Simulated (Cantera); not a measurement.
Input: 1 mol B, 1 mol NH3, 2.9 mol H2, 0.49 mol N2, at 1200 Pa.

Equilibrium computed with Cantera from the NASA thermochemical tables; the gas is ideal and each condensed phase is pure. Candidate condensed phases: B, BN; 15 gas species. Rates play no part.

Task: At 1425 K, list the 3 most abundant gas species with their mole fractions, and the condensed phases.

Result: H2 0.900, N2 0.100, H 5.91e-5. Condensed: BN(s).
